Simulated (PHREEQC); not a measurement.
A solution holds 0.12 mol/kgw NH4HF2, 0.12 mol/kgw (NH4)2SiF6, 0.00045 mol/kgw Na3PO4 and 0.17 mol/kgw HCl, at 68 °C. Closed to the air; pH follows from the charge balance.

Model: ion-association model, phreeqc.dat, run in PHREEQC.

Question: The ionic strength comes out as 0.536 mol/kgw. What activity coefficients do Na+, NH4+, F-, HF2-, H2PO4- get?

Answer: Na+ 0.69, NH4+ 0.56, F- 0.60, HF2- 0.72, H2PO4- 0.67.

Precipitation was switched off in this run. At this temperature some constants are extrapolated from 25 °C, and those without enthalpy data are left unchanged. SiF6-2 is the database's only silicon fluoride.
